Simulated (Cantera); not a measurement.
Input (Python, Cantera) and output of one run.

```python
import numpy as np
import cantera as ct

gas_names = """
    H HO2 H2 H2O H2O2 O OH O2 O3 Ta TaO TaO2
""".split()
cond_names = """
    H2O(s) H2O(L) Ta(cr) Ta(L) Ta2O5(s) Ta2O5(L)
""".split()


# ... load() reads the species with a 1 bar reference pressure and builds the phases ...
atoms = {
    'Ta': {'Ta': 1},
    'H2O': {'H': 2, 'O': 1},
    'H2': {'H': 2},
}
top_T = {}  # K; cautious upper limits of use, not melting points


# ... equilibrate(T, P, feed) seeds the gas with the atoms and calls Mixture.equilibrate('TP', solver="vcs", rtol=1e-11, max_steps=5000) ...
results = []
P = 1333.22  # Pa
for T in [1848, 1923, 1998, 2073, 2148, 2223, 2298, 2373, 2448, 2523, 2598, 2673, 2748, 2823]:
    for m in [0.47, 0.91, 1.8, 3.4, 6.6, 13, 25]:
        feed = {'Ta': 1, 'H2O': m, 'H2': 2.8}  # mol
        mix = equilibrate(T, P, feed)
        results.append((T, P, feed, dict(zip(mix.species_names, mix.species_moles))))

for T, P, feed, n in results:
    print(f"{T:7g} {feed['H2O']:10.4g}  " + (" + ".join(c for c in cond_names if n.get(c, 0) > 1e-12) or "gas only"))
```

Result:

```
   1848       0.47  Ta(cr) + Ta2O5(s)
   1848       0.91  Ta(cr) + Ta2O5(s)
   1848        1.8  Ta(cr) + Ta2O5(s)
   1848        3.4  Ta2O5(s)
   1848        6.6  Ta2O5(s)
   1848         13  Ta2O5(s)
   1848         25  Ta2O5(s)
   1923       0.47  Ta(cr) + Ta2O5(s)
   1923       0.91  Ta(cr) + Ta2O5(s)
   1923        1.8  Ta(cr) + Ta2O5(s)
   1923        3.4  Ta2O5(s)
   1923        6.6  Ta2O5(s)
   1923         13  Ta2O5(s)
   1923         25  Ta2O5(s)
   1998       0.47  Ta(cr) + Ta2O5(s)
   1998       0.91  Ta(cr) + Ta2O5(s)
   1998        1.8  Ta(cr) + Ta2O5(s)
   1998        3.4  Ta2O5(s)
   1998        6.6  Ta2O5(s)
   1998         13  Ta2O5(s)
   1998         25  Ta2O5(s)
   2073       0.47  Ta(cr) + Ta2O5(L)
   2073       0.91  Ta(cr) + Ta2O5(L)
   2073        1.8  Ta(cr) + Ta2O5(L)
   2073        3.4  Ta2O5(L)
   2073        6.6  Ta2O5(L)
   2073         13  Ta2O5(L)
   2073         25  Ta2O5(L)
   2148       0.47  Ta(cr) + Ta2O5(L)
   2148       0.91  Ta(cr) + Ta2O5(L)
   2148        1.8  Ta(cr) + Ta2O5(L)
   2148        3.4  Ta2O5(L)
   2148        6.6  Ta2O5(L)
   2148         13  Ta2O5(L)
   2148         25  Ta2O5(L)
   2223       0.47  Ta(cr) + Ta2O5(L)
   2223       0.91  Ta(cr) + Ta2O5(L)
   2223        1.8  Ta(cr) + Ta2O5(L)
   2223        3.4  Ta2O5(L)
   2223        6.6  Ta2O5(L)
   2223         13  Ta2O5(L)
   2223         25  Ta2O5(L)
   2298       0.47  Ta(cr) + Ta2O5(L)
   2298       0.91  Ta(cr) + Ta2O5(L)
   2298        1.8  Ta(cr) + Ta2O5(L)
   2298        3.4  Ta2O5(L)
   2298        6.6  Ta2O5(L)
   2298         13  Ta2O5(L)
   2298         25  Ta2O5(L)
   2373       0.47  Ta(cr) + Ta2O5(L)
   2373       0.91  Ta(cr) + Ta2O5(L)
   2373        1.8  Ta(cr) + Ta2O5(L)
   2373        3.4  Ta2O5(L)
   2373        6.6  Ta2O5(L)
   2373         13  Ta2O5(L)
   2373         25  Ta2O5(L)
   2448       0.47  Ta(cr) + Ta2O5(L)
   2448       0.91  Ta(cr) + Ta2O5(L)
   2448        1.8  Ta(cr) + Ta2O5(L)
   2448        3.4  Ta2O5(L)
   2448        6.6  Ta2O5(L)
   2448         13  Ta2O5(L)
   2448         25  Ta2O5(L)
   2523       0.47  Ta(cr)
   2523       0.91  Ta(cr) + Ta2O5(L)
   2523        1.8  Ta(cr) + Ta2O5(L)
   2523        3.4  Ta2O5(L)
   2523        6.6  Ta2O5(L)
   2523         13  Ta2O5(L)
   2523         25  Ta2O5(L)
   2598       0.47  Ta(cr)
   2598       0.91  Ta(cr)
   2598        1.8  Ta(cr) + Ta2O5(L)
   2598        3.4  Ta2O5(L)
   2598        6.6  Ta2O5(L)
   2598         13  Ta2O5(L)
   2598         25  Ta2O5(L)
   2673       0.47  Ta(cr)
   2673       0.91  Ta(cr)
   2673        1.8  gas only
   2673        3.4  Ta2O5(L)
   2673        6.6  Ta2O5(L)
   2673         13  Ta2O5(L)
   2673         25  Ta2O5(L)
   2748       0.47  Ta(cr)
   2748       0.91  Ta(cr)
   2748        1.8  gas only
   2748        3.4  Ta2O5(L)
   2748        6.6  Ta2O5(L)
   2748         13  Ta2O5(L)
   2748         25  gas only
   2823       0.47  Ta(cr)
   2823       0.91  Ta(cr)
   2823        1.8  gas only
   2823        3.4  gas only
   2823        6.6  gas only
   2823         13  gas only
   2823         25  gas only
```

Equilibrium computed with Cantera from the NASA thermochemical tables; the gas is ideal and each condensed phase is pure. Mutual solubility and eutectic melting of coexisting phases are not modelled. Condensed phases not in the tables: N, O or C dissolved in the metal.
